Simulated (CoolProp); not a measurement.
A closed Brayton cycle with nitrogen: compressor inlet 330.15 K and 4.5 MPa, high pressure 9.46 MPa, turbine inlet 925 K, compressor efficiency 0.85, turbine efficiency 0.9, recuperator effectiveness 0.9 (on enthalpy, no pinch check). Each further row changes one setting.

Values from CoolProp's reference Helmholtz-energy equation of state, Span 2000.

```tsv
case	thermal efficiency (%)	net work (kJ/kg)	compressor to turbine work	compressor exit (K)	turbine exit (K)
as stated	34.6	73.7	0.57	422.9	777.7
turbine inlet 875 K	32.4	64.5	0.60	422.9	734.4
compressor inlet 340.15 K	33.4	70.6	0.59	435.6	777.7
high pressure 8.04 MPa	33.9	62.2	0.54	400.9	807.9
recuperator effectiveness 0.5	20.0	73.7	0.57	422.9	777.7
```
